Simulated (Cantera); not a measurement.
Feed: 1 mol Si₃N₄, 0.83 mol CO₂, 5.2 mol H₂, equilibrated at 1625 °C and 540 Pa.

These are equilibrium values from Cantera (NASA tables, ideal gas, pure condensed phases), not measurements of a reactor. Candidate condensed phases: C, C₆H₆, C₇H₈, C₈H₁₈, H₂O, Si, SiC, SiO₂, Si₂N₂O, Si₃N₄; 151 gas species. Mutual solubility and eutectic melting of coexisting phases are not modelled. The tables' values for SiN are old estimates; treat these amounts as uncertain. Gases not in the tables: Si₂H₆ and higher silanes. Equilibrium is a limit: real reactors are often held back by kinetics, nucleation or transport.

Base state: H₂ 0.579, N₂ 0.224, SiO 0.157, CO 0.0294, H 0.00810, Si 0.00228, HCN 0.000128, SiH 0.000111 (mole fractions); condensed: Si(l) + SiC(s).

### Question
What changes in the equilibrium state with this change: pressure from 540 Pa to 46.0 Pa?

### Answer
```json
[
 {"species": "H₂", "before": "0.579", "after": "0.549"},
 {"species": "N₂", "before": "0.224", "after": "0.216"},
 {"species": "SiO", "before": "0.157", "after": "0.151"},
 {"species": "Si", "before": "0.00228", "after": "0.0268"},
 {"species": "H", "before": "0.00810", "after": "0.0270"},
 {"species": "CO", "before": "0.0294", "after": "0.0283"},
 {"species": "Si₂C", "before": "3.96e-5", "after": "0.000465"},
 {"species": "Si₃", "before": "4.11e-6", "after": "4.83e-5"},
 {"species": "Si₂", "before": "1.82e-5", "after": "0.000214"},
 {"species": "Si₂N", "before": "3.87e-5", "after": "0.000130"},
 {"species": "SiN", "before": "2.67e-5", "after": "8.98e-5"},
 {"species": "Si(l), mol", "before": "1.01", "after": "0.771"},
 {"species": "SiC(s), mol", "before": "0.567", "after": "0.563"}
]
```

### Question
What changes in the equilibrium state with this change: CO₂ from 0.83 to 0.036 mol?

### Answer
| species | before | after |
|---|---|---|
| H₂ | 0.579 | 0.705 |
| N₂ | 0.224 | 0.273 |
| H | 0.00810 | 0.00894 |
| SiO | 0.157 | 0.00828 |
| CO | 0.0294 | 0.00155 |
| SiH₂ | 3.34e-5 | 4.07e-5 |
| HCN | 0.000128 | 0.000156 |
| SiH | 0.000111 | 0.000123 |
| Si₂N | 3.87e-5 | 4.27e-5 |
| SiN | 2.67e-5 | 2.94e-5 |
| Si(l), mol | 1.01 | 2.90 |
| SiC(s), mol | 0.567 | 0.0232 |

### Question
What changes in the equilibrium state with this change: pressure from 540 Pa to 81000 Pa?

### Answer
```tsv
species	before	after
H₂	0.579	0.818
N₂	0.224	0.117
CO	0.0294	0.0582
SiO	0.157	0.00555
Si₂	1.82e-5	2.17e-9
CH₄	3.77e-8	8.44e-5
Si₂C	3.96e-5	3.53e-8
Si(l), mol	1.01	0
SiC(s), mol	0.567	0.454
Si₂N₂O(s), mol	0	1.26
```
